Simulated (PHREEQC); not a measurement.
## Copper plating or etch bath (model solution)

Solution (25 °C): 32 mmol/kgw Cu(BF4)2 and 3.7 mmol/kgw HCl. Closed to the air; pH follows from the charge balance.

Model: ion-association model, wateq4f.dat, run in PHREEQC.

| Quantity | Value |
|---|---|
| pH | 2.43 |
| ionic strength | 0.0994 mol/kgw |
| total alkalinity | -196 meq/kg |

| species | molality | activity | log γ |
|---|---|---|---|
| BF4- | 0.0591 | 0.0440 | -0.128 |
| Cu+2 | 0.0315 | 0.0126 | -0.397 |
| HF | 0.00720 | 0.00737 | 0.010 |
| H+ | 0.00447 | 0.00369 | -0.083 |
| Cl- | 0.00358 | 0.00274 | -0.117 |
| BF3OH- | 0.00295 | 0.00219 | -0.128 |
| F- | 0.00175 | 0.00133 | -0.118 |
| H3BO3 | 0.00142 | 0.00145 | 0.010 |
| BF2(OH)2- | 0.000545 | 0.000407 | -0.128 |
| CuF+ | 0.000392 | 0.000306 | -0.107 |
| H2F2 | 0.000138 | 0.000142 | 0.010 |
| CuCl+ | 0.000121 | 9.30e-5 | -0.114 |
| HF2- | 4.94e-5 | 3.77e-5 | -0.118 |
| BF(OH)3- | 1.03e-6 | 7.70e-7 | -0.128 |
| CuCl2 | 1.34e-7 | 1.37e-7 | 0.010 |
| CuOH+ | 4.44e-8 | 3.42e-8 | -0.114 |

This is a speciation only: nothing precipitates in the calculation. Real BF4- forms and hydrolyses slowly; the run takes it at equilibrium.
